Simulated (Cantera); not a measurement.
Feed: 1 mol Si, 0.32 mol CO2, 620 mol H2, held at 1 atm.

Equilibrium computed with Cantera from the NASA thermochemical tables; the gas is ideal and each condensed phase is pure. Candidate condensed phases: C, C6H6, C7H8, C8H18, H2O, Si, SiC, SiO2; 123 gas species. Mutual solubility and eutectic melting of coexisting phases are not modelled. The tables hold silica as quartz up to 1696 K and as liquid above; real silica turns to tridymite and cristobalite and melts near 1996 K. Gases not in the tables: Si2H6 and higher silanes. The numbers say what is thermodynamically allowed, not how fast it happens.

**Question.** What share of the Si ends up in condensed phases as a function of T (K), at 1223, 1298, 1373, 1448, 1523, 1598, 1673, 1748, 1823, 1898?

**Answer.** 
```
T (K)  Si condensed (%)                               as
-----  ----------------  -------------------------------
1223               99.9  Si(s) + SiC(s) + SiO2(β-quartz)
1298               99.5  Si(s) + SiC(s) + SiO2(β-quartz)
1373               97.4  Si(s) + SiC(s) + SiO2(β-quartz)
1448               88.0  Si(s) + SiC(s) + SiO2(β-quartz)
1523               51.9  Si(s) + SiC(s) + SiO2(β-quartz)
1598               38.1                   Si(s) + SiC(s)
1673               38.2                   Si(s) + SiC(s)
1748               39.0                   Si(l) + SiC(s)
1823               40.1                   Si(l) + SiC(s)
1898               41.0                   Si(l) + SiC(s)
```
